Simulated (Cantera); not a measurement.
Charge: 1 mol CH4, 0.17 mol H2O, at 5.90 mbar.

Cantera equilibrium calculation (NASA polynomials, part measured and part estimated; ideal gas, pure solids and liquids). Candidate condensed phases: C, C6H6, C7H8, C8H18, H2O; 110 gas species. Rates play no part. All values below are at 1700 °C.

Base state: H2 0.911, CO 0.0720, H 0.0168, C2H2 (acetylene) 0.000583 (mole fractions); condensed: C(graphite).

**Question.** What changes in the equilibrium state with this change: H2O from 0.17 to 0.65 mol?

**Answer.** 
```
species             before     after
----------------  --------  --------
H2                   0.911     0.788
CO                  0.0720     0.195
H                   0.0168    0.0156
C2H2 (acetylene)  0.000583  0.000505
C(graphite), mol     0.827     0.347
```
